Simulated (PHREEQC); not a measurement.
Consider water at 55 °C with 180 mmol/kgw Mg(NO3)2. It is in equilibrium with CO2 at log p = -3.4 (atm). Otherwise closed; pH follows from the charge balance.

Model: ion-association model, phreeqc.dat, run in PHREEQC.

Precipitation was switched off in this run.

**Question.** Estimate the pH, activity of water.

**Answer.** pH 5.51; activity of water 0.991.

**Question.** In which forms is C present?

**Answer.** CO2 67 %, HCO3- 19 %, MgHCO3+ 14 % of the C.

Constants without temperature data keep their 25 °C values here.
